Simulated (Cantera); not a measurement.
Input: 1 mol SF6, 1.9 mol H2, 11 mol N2, equilibrated at 1000 K and 83.0 Pa.

Equilibrium computed with Cantera from the NASA thermochemical tables; the gas is ideal and each condensed phase is pure. Candidate condensed phases: S; 35 gas species. The tables' values for S2F2 (SSF2), SF3 are old estimates; treat these amounts as uncertain. Rates play no part.

Base state: N2 0.706, HF 0.244, SF4 0.0202, S2F2 (SSF2) 0.0147, SF2 0.0130, SF3 0.00171, SF6 1.52e-5 (mole fractions); condensed: gas only.

What changes in the equilibrium state with this change: temperature from 1000 K to 3373 K?


```json
[
 {"species": "N2", "before": "0.706", "after": "0.511"},
 {"species": "F", "before": "1.26e-6", "after": "0.263"},
 {"species": "H", "before": "<1e-9", "after": "0.161"},
 {"species": "HF", "before": "0.244", "after": "0.0162"},
 {"species": "S", "before": "<1e-9", "after": "0.0465"},
 {"species": "SF4", "before": "0.0202", "after": "<1e-9"},
 {"species": "S2F2 (SSF2)", "before": "0.0147", "after": "<1e-9"},
 {"species": "SF2", "before": "0.0130", "after": "<1e-9"},
 {"species": "N", "before": "<1e-9", "after": "0.00294"},
 {"species": "SF3", "before": "0.00171", "after": "<1e-9"},
 {"species": "H2", "before": "<1e-9", "after": "0.000111"},
 {"species": "SF6", "before": "1.52e-5", "after": "<1e-9"}
]
```

What changes in the equilibrium state with this change: SF6 replaced by H2S?


```csv
species,before,after
N2,0.706,0.785
H2,<1e-9,0.152
H2S,<1e-9,0.0546
HF,0.244,0
SF4,0.0202,0
S2F2 (SSF2),0.0147,0
SF2,0.0130,0
SF3,0.00171,0
SH,<1e-9,2.93e-5
```
Gases not in the tables: S3 to S7.

What changes in the equilibrium state with this change: H2 from 1.9 to 0.72 mol?


```tsv
species	before	after
N2	0.706	0.818
HF	0.244	0.107
SF4	0.0202	0.0532
S2F2 (SSF2)	0.0147	<1e-9
SF6	1.52e-5	0.0210
SF2	0.0130	6.50e-5
F	1.26e-6	2.88e-5
SF3	0.00171	0.000196
```
The tables' values for SF3 are old estimates; treat these amounts as uncertain.
